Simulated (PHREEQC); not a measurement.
A solution holds 0.00017 mol NiSO4, 0.00011 mol CaCl2 and 0.0023 mol NaHCO3 per kg of water, at 25 °C. Closed to the air; pH follows from the charge balance.

Model: ion-association model, wateq4f.dat, run in PHREEQC.

Q: The ionic strength comes out as 0.00282 mol/kgw. What activity coefficients do NaSO4-, CaHCO3+, HCO3-, Ni+2, Ca+2 get?

A: NaSO4- 0.94, CaHCO3+ 0.94, HCO3- 0.94, Ni+2 0.79, Ca+2 0.80.

No solid was allowed to form. Complexes and solids missing from the database can't appear. The database's nickel carbonate constants are estimates that later reviews lower a good deal.
